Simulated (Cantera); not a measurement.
Input: 1 mol PbO, 5.2 mol H₂, 0.00014 mol O₂, held at 26.0 mbar.

Cantera equilibrium calculation (NASA polynomials, part measured and part estimated; ideal gas, pure solids and liquids). Candidate condensed phases: H₂O, Pb, PbO, PbO₂, Pb₃O₄; 12 gas species. Rates play no part.

x: gas mole fraction; n: condensed amount in mol.

```
T (K)   x H₂  x H₂O      x Pb       x H     x PbO     x Pb₂  n Pb(l)
-----  -----  -----  --------  --------  --------  --------  -------
623    0.808  0.192  7.98e-10    <1e-12    <1e-12    <1e-12     1.00
723    0.808  0.192   1.19e-7    <1e-12    <1e-12    <1e-12    1.000
823    0.808  0.192       ___       ___    <1e-12    <1e-12    1.000
923    0.808  0.192   9.75e-5   1.36e-9  1.90e-11  8.79e-11    0.999
1023   0.807  0.192   0.00103   2.31e-8  9.41e-10   4.52e-9    0.995
1123   0.802  0.191   0.00703   2.37e-7   2.32e-8   1.13e-7    0.963
1223   0.779  0.186       ___       ___       ___       ___      ___
1323   0.698  0.166     0.135   8.22e-6   3.27e-6   1.56e-5    0.187
1423   0.677  0.161     0.161   3.39e-5   8.59e-6   1.51e-5        0
1523   0.677  0.161     0.161  0.000118   1.71e-5   1.07e-5        0
1623   0.677  0.161     0.161  0.000353   3.11e-5   7.93e-6        0
```

Task: Complete the blanks.

Result: 
- 1223, x Pb: 0.0349
- 1223, x H: 1.65e-6
- 1223, x PbO: 3.38e-7
- 1223, x Pb₂: 1.64e-6
- 1223, n Pb(l): 0.812
- 823, x Pb: 5.16e-6
- 823, x H: 4.09e-11
